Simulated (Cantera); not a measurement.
Reactions in the system Ba-H-N-O

Cantera with NASA thermochemical tables; ideal gases at 1 bar, condensed phases pure. Values are per mole of reaction as written; species without (g) are pure solids or liquids, kept so even where they would boil at 1 bar.

Ba(OH)₂ + 2 N₂O(g) = 4 NO(g) + Ba + 2 H(g)

| T (K) | ΔH° (kJ) | ΔS° (J/K) | ΔG° (kJ) | log10 K | condensed phases |
|---|---|---|---|---|---|
| 925 | 1554.0 | 543.8 | 1051.0 | -59.35 | Ba(OH)₂(l), Ba(s) |
| 1075 | 1556.7 | 546.5 | 969.2 | -47.09 | Ba(OH)₂(l), Ba(l) |
| 1225 | 1551.5 | 542.0 | 887.6 | -37.85 | Ba(OH)₂(l), Ba(l) |
| 1375 | 1546.4 | 538.0 | 806.6 | -30.64 | Ba(OH)₂(l), Ba(l) |
| 1525 | 1541.2 | 534.5 | 726.2 | -24.87 | Ba(OH)₂(l), Ba(l) |
| 1675 | 1536.0 | 531.2 | 646.2 | -20.15 | Ba(OH)₂(l), Ba(l) |
| 1825 | 1530.8 | 528.2 | 566.8 | -16.22 | Ba(OH)₂(l), Ba(l) |
| 1975 | 1525.5 | 525.4 | 487.8 | -12.90 | Ba(OH)₂(l), Ba(l) |

2 NO(g) + 3 H₂O(g) + 5 Ba = 5 BaO + 2 NH₃(g)

| T (K) | ΔH° (kJ) | ΔS° (J/K) | ΔG° (kJ) | log10 K | condensed phases |
|---|---|---|---|---|---|
| 925 | -2279.8 | -536.6 | -1783.4 | 100.71 | Ba(s), BaO(s) |
| 1075 | -2317.9 | -574.7 | -1700.1 | 82.61 | Ba(l), BaO(s) |
| 1225 | -2316.2 | -573.2 | -1614.0 | 68.82 | Ba(l), BaO(s) |
| 1375 | -2313.7 | -571.3 | -1528.2 | 58.05 | Ba(l), BaO(s) |
| 1525 | -2310.5 | -569.1 | -1442.6 | 49.41 | Ba(l), BaO(s) |
| 1675 | -2306.7 | -566.7 | -1357.4 | 42.33 | Ba(l), BaO(s) |
| 1825 | -2302.2 | -564.2 | -1272.6 | 36.42 | Ba(l), BaO(s) |
| 1975 | -2297.1 | -561.5 | -1188.2 | 31.42 | Ba(l), BaO(s) |
